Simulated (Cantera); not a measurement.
What does this Cantera script print?

```python
import numpy as np
import cantera as ct

gas_names = """
    CL CLO CL2 H HCL HOCL HO2 H2 H2O H2O2 O OH O2 O3 Ti TiCL TiCL2 TiCL3 TiCL4 TiO TiOCL TiOCL2 TiO2
""".split()
cond_names = """
    H2O(s) H2O(L) Ti(a) Ti(b) Ti(L) TiCL2(s) TiCL3(s) TiCL4(L) TiO(a) TiO(b) TiO(L) TiO2(ru) TiO2(L)
    Ti2O3(a) Ti2O3(b) Ti2O3(L) Ti3O5(a) Ti3O5(b) Ti3O5(L) Ti4O7(s) Ti4O7(L)
""".split()


# ... load() reads the species with a 1 bar reference pressure and builds the phases ...
atoms = {
    'TiCl4': {'Ti': 1, 'CL': 4},
    'H2O': {'H': 2, 'O': 1},
}
top_T = {'TiCL2(s)': 1300, 'TiCL3(s)': 1000}  # K; cautious upper limits of use, not melting points


# ... equilibrate(T, P, feed) seeds the gas with the atoms and calls Mixture.equilibrate('TP', solver="vcs", rtol=1e-11, max_steps=5000) ...
results = []
feed = {'TiCl4': 1, 'H2O': 0.24}  # mol
P = 10000  # Pa
for T in [1023, 1123, 1223, 1323, 1423, 1523, 1623, 1723, 1823, 1923, 2023]:
    mix = equilibrate(T, P, feed)
    results.append((T, P, feed, dict(zip(mix.species_names, mix.species_moles))))

top = {s: max(r[3][s] / sum(r[3][g] for g in gas_names) for r in results) for s in gas_names}
cols = sorted((s for s in top if top[s] > 0.0001), key=lambda s: -top[s])[:7]
seen = [c for c in cond_names if any(r[3].get(c, 0) > 1e-12 for r in results)]
print("log10 of partial pressures in bar; condensed amounts in mol")
print(f"{'T/K':>10s}" + "".join(f"{s[:9]:>10s}" for s in cols + seen))
for T, P, feed, n in results:
    ng = sum(n[g] for g in gas_names)
    print(f"{T:10.4g}" + "".join(f"{np.log10(max(n[s] / ng * P / 1e5, 1e-99)):10.3f}" for s in cols)
          + "".join(f"{n.get(c, 0):10.4g}" for c in seen))
```

It prints:

```
log10 of partial pressures in bar; condensed amounts in mol
       T/K     TiCL4       HCL     TiCL3        CL    TiOCL2       CL2     TiCL2  TiO2(ru)
      1023    -1.189    -1.452    -5.797    -6.352   -10.333    -6.175   -14.377      0.12
      1123    -1.189    -1.452    -5.088    -5.488    -8.958    -5.580   -12.605      0.12
      1223    -1.189    -1.452    -4.490    -4.771    -7.812    -5.096   -11.112      0.12
      1323    -1.190    -1.453    -3.974    -4.170    -6.842    -4.703    -9.829      0.12
      1423    -1.192    -1.454    -3.524    -3.662    -6.012    -4.383    -8.713      0.12
      1523    -1.197    -1.455    -3.130    -3.227    -5.295    -4.120    -7.732    0.1199
      1623    -1.207    -1.459    -2.783    -2.853    -4.671    -3.905    -6.865    0.1198
      1723    -1.227    -1.466    -2.479    -2.530    -4.127    -3.731    -6.094    0.1194
      1823    -1.262    -1.479    -2.216    -2.253    -3.653    -3.598    -5.404    0.1184
      1923    -1.321    -1.499    -1.994    -2.019    -3.244    -3.509    -4.784    0.1156
      2023    -1.415    -1.527    -1.814    -1.829    -2.897    -3.470    -4.225    0.1097
```

Method: chemical equilibrium by Gibbs-energy minimisation in Cantera with the NASA 1993 tables (ideal gas, pure condensed phases). The tables' values for TiCl2 are old estimates; treat these amounts as uncertain. Condensed phases not in the tables: TiOCl.
